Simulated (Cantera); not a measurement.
## Silicon etching in halogen gases: Si + Br2 + H2

Charge: 1 mol Si, 4 mol Br2, 11 mol H2, at 1000 Pa.

These are equilibrium values from Cantera (NASA tables, ideal gas, pure condensed phases), not measurements of a reactor. Candidate condensed phases: Br2, Si; 19 gas species. The tables' values for SiBr3, SiBr are old estimates; treat these amounts as uncertain. The numbers say what is thermodynamically allowed, not how fast it happens.

```
T (K)  log p H2  log p HBr  log p SiBr4  log p SiBr2  log p Br  log p SiBr3  log p SiHBr3  log p H
-----  --------  ---------  -----------  -----------  --------  -----------  ------------  -------
498       -2.19      -2.54        -3.15         <-14      <-14         <-14         -8.95     <-14
598       -2.19      -2.54        -3.15         <-14    -12.16       -11.75         -7.67     <-14
698       -2.19      -2.54        -3.15       -12.15    -10.28        -9.57         -6.77     <-14
798       -2.19      -2.54        -3.15        -9.50     -8.87        -7.94         -6.11   -12.67
898       -2.19      -2.54        -3.15        -7.45     -7.76        -6.69         -5.60   -11.06
998       -2.19      -2.54        -3.15        -5.83     -6.88        -5.69         -5.20    -9.76
1098      -2.20      -2.53        -3.18        -4.56     -6.14        -4.91         -4.91    -8.70
1198      -2.22      -2.49        -3.34        -3.72     -5.48        -4.45         -4.86    -7.83
1298      -2.25      -2.44        -3.75        -3.35     -4.90        -4.36         -5.12    -7.09
1398      -2.26      -2.41        -4.36        -3.23     -4.42        -4.51         -5.57    -6.46
1498      -2.27      -2.41        -5.00        -3.20     -4.04        -4.74         -6.05    -5.90
```
log p: log10 of the partial pressure in bar; nothing condenses.

From 498 K to 1498 K nothing is condensed. The main Si-bearing gas is SiBr4 at 498 K and SiBr2 at 1498 K.
